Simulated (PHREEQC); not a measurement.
Spent oxide etchant: an equilibrium model

A solution holds 0.17 mol/kgw HF, 0.033 mol/kgw (NH4)2SiF6, 4.1e-05 mol/kgw HBF4 and 0.044 mol/kgw H2SO4, at 25 °C. It is in equilibrium with CO2 at log p = -3.4 (atm). Otherwise closed; pH follows from the charge balance.

The numbers come from PHREEQC with the ion-association model, phreeqc.dat.

| Item | Value |
|---|---|
| pH | 1.28 |
| ionic strength | 0.174 mol/kgw |
| activity of water | 0.994 |
| density | 1.004 g/cm³ |
| total alkalinity | -390 meq/kg |

| species | molality | activity | log γ |
|---|---|---|---|
| HF | 0.163 | 0.170 | 0.017 |
| H+ | 0.0653 | 0.0524 | -0.095 |
| NH4+ | 0.0630 | 0.0437 | -0.159 |
| SiF6-2 | 0.0330 | 0.0103 | -0.505 |
| HSO4- | 0.0277 | 0.0208 | -0.124 |
| SO4-2 | 0.0133 | 0.00408 | -0.512 |
| NH4SO4- | 0.00305 | 0.00230 | -0.124 |
| F- | 0.00301 | 0.00216 | -0.144 |
| HF2- | 0.00187 | 0.00141 | -0.124 |
| BF4- | 4.09e-5 | 3.08e-5 | -0.124 |
| CO2 | 1.30e-5 | 1.36e-5 | 0.017 |
| BF3OH- | 8.81e-8 | 6.63e-8 | -0.124 |

Precipitation was switched off in this run. Species that the database lacks are ignored. SiF6-2 is the database's only silicon fluoride. Real BF4- forms and hydrolyses slowly; the run takes it at equilibrium.
